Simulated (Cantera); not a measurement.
**Thermodynamics of halide evaporation, hydrolysis and transport, feed MgF2 + O2 + H2**

A closed system holds: 1 mol MgF2, 0.24 mol O2, 0.12 mol H2, held at 54.0 Pa.

These are equilibrium values from Cantera (NASA tables, ideal gas, pure condensed phases), not measurements of a reactor. Candidate condensed phases: H2O, Mg, MgF2, MgO, Mg(OH)2; 31 gas species. Mutual solubility and eutectic melting of coexisting phases are not modelled. Rates play no part.

At 350 °C the condensed part is MgF2(s). From 550 °C to 1150 °C the condensed part is MgF2(s) + MgO(s). From 1350 °C to 1750 °C the condensed part is MgO(s). At 1950 °C nothing is condensed.

| T (°C) | x MgF2 | x O2 | x HF | x H2O | x MgF | x O | x Mg | n MgF2(s) | n MgO(s) |
|---|---|---|---|---|---|---|---|---|---|
| 350 | <1e-12 | 0.600 | 3.69e-5 | 0.400 | <1e-12 | <1e-12 | <1e-12 | 1.000 | 0 |
| 550 | 1.27e-12 | 0.598 | 0.00613 | 0.396 | <1e-12 | 7.66e-12 | <1e-12 | 0.999 | 0.000922 |
| 750 | 7.61e-8 | 0.564 | 0.120 | 0.316 | <1e-12 | 1.01e-8 | <1e-12 | 0.981 | 0.0192 |
| 950 | 0.000114 | 0.461 | 0.463 | 0.0758 | 8.67e-12 | 1.18e-6 | <1e-12 | 0.910 | 0.0904 |
| 1150 | 0.0204 | 0.422 | 0.551 | 0.00574 | 3.93e-8 | 3.77e-5 | 9.60e-12 | 0.874 | 0.118 |
| 1350 | 0.676 | 0.138 | 0.184 | 0.000103 | 2.33e-5 | 0.000304 | 3.51e-8 | 0 | 0.120 |
| 1550 | 0.676 | 0.137 | 0.183 | 0.000368 | 0.000687 | 0.00240 | 1.34e-5 | 0 | 0.119 |
| 1750 | 0.661 | 0.133 | 0.178 | 0.000971 | 0.0102 | 0.0125 | 0.00158 | 0 | 0.109 |
| 1950 | 0.552 | 0.131 | 0.149 | 0.00104 | 0.0639 | 0.0487 | 0.0430 | 0 | 0 |
x: gas mole fraction; n: condensed amount in mol.
